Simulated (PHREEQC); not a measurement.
Consider water at 8.2 °C with 0.0027 mol CaBr2 per kg of water. Closed to the air; pH follows from the charge balance.

Computed with PHREEQC (ion-association model, phreeqc.dat).

```yaml
ionic_strength: 0.00810 mol/kgw
specific_conductance: 430 µS/cm
```

```
species  molality  activity   log γ
-------  --------  --------  ------
Br-       0.00540   0.00491  -0.041
Ca+2      0.00270   0.00189  -0.155
H+        5.79e-8   5.34e-8  -0.035
OH-       5.15e-8   4.69e-8  -0.041
CaOH+     6.44e-9   5.88e-9  -0.040
```

This is a speciation only: nothing precipitates in the calculation. Complexes and solids missing from the database can't appear. Away from 25 °C the constants follow the database's enthalpies or fits; those with neither stay at their 25 °C values.
